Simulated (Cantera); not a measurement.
Input (Python, Cantera):

```python
import numpy as np
import cantera as ct

gas = ct.Solution("gri30.yaml")
gas.TPX = 2025, 100000, {'NO': 1, 'N2': 1.1}
inlet = ct.Reservoir(gas, clone=True)

reactor = ct.IdealGasConstPressureReactor(gas, energy="off", clone=False)
exhaust = ct.Reservoir(gas, clone=True)
tau = [2.1, 0.97, 0.44, 0.2, 0.09, 0.041, 0.019, 0.0085, 0.0038][0]
for a, b in ((inlet, reactor), (reactor, exhaust)):
    ct.MassFlowController(a, b, mdot=lambda t: reactor.mass / tau)
net = ct.ReactorNet([reactor])
show = ['NO', 'N2', 'NO2', 'O2', 'O', 'N2O']

rows = []
print(f"{'tau/s':>10s}{'T/K':>9s}" + "".join(f"{s:>11s}" for s in show))
for tau in [2.1, 0.97, 0.44, 0.2, 0.09, 0.041, 0.019, 0.0085, 0.0038]:
    net.initial_time = 0.0
    net.advance(30 * tau)
    before = gas.X
    net.advance(40 * tau)
    drift = np.max(np.abs(gas.X - before) / (gas.X + 1e-9))
    rows.append([gas.T, *gas[show].X, drift])
    print(f"{tau:10.3e}{gas.T:9.1f}" + "".join(f"{x:11.3e}" for x in gas[show].X))
```

It prints:

```
     tau/s      T/K         NO         N2        NO2         O2          O        N2O
 2.100e+00   2025.0  1.275e-01  6.980e-01  1.923e-04  1.740e-01  3.424e-04  7.444e-06
 9.700e-01   2025.0  1.963e-01  6.636e-01  2.662e-04  1.395e-01  3.090e-04  1.731e-05
 4.400e-01   2025.0  2.798e-01  6.219e-01  3.204e-04  9.774e-02  2.627e-04  3.536e-05
 2.000e-01   2025.0  3.575e-01  5.830e-01  3.247e-04  5.892e-02  2.106e-04  5.855e-05
 9.000e-02   2025.0  4.140e-01  5.548e-01  2.854e-04  3.072e-02  1.622e-04  7.967e-05
 4.100e-02   2025.0  4.460e-01  5.388e-01  2.356e-04  1.477e-02  1.265e-04  9.325e-05
 1.900e-02   2025.0  4.619e-01  5.308e-01  1.971e-04  6.875e-03  1.039e-04  9.987e-05
 8.500e-03   2025.0  4.697e-01  5.269e-01  1.707e-04  2.993e-03  8.972e-05  1.016e-04
 3.800e-03   2025.0  4.733e-01  5.252e-01  1.524e-04  1.247e-03  8.042e-05  9.869e-05
```

Model: GRI-Mech 3.0 (53 species, 325 reactions), integrated in Cantera.
